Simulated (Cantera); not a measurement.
Reactions in the system Cl-O-Sr

Standard-state values (1 bar) from the NASA 1993 polynomials, evaluated with Cantera. Values are per mole of reaction as written; species without (g) are pure solids or liquids, kept so even where they would boil at 1 bar.

3 SrO + 6 Cl(g) → 3 SrCl₂ + O₃(g)

| T (K) | ΔH° (kJ) | ΔS° (J/K) | ΔG° (kJ) | log10 K |
|---|---|---|---|---|
| 1198 | -1195.0 | -477.9 | -622.5 | 27.14 |
| 1248 | -1191.8 | -475.2 | -598.7 | 25.06 |
| 1298 | -1188.6 | -472.7 | -575.0 | 23.14 |
| 1348 | -1185.4 | -470.3 | -551.4 | 21.37 |
| 1398 | -1182.2 | -468.0 | -527.9 | 19.73 |
| 1448 | -1179.0 | -465.8 | -504.6 | 18.20 |
| 1498 | -1175.9 | -463.6 | -481.4 | 16.78 |
| 1548 | -1172.7 | -461.6 | -458.2 | 15.46 |
| 1598 | -1169.6 | -459.6 | -435.2 | 14.23 |
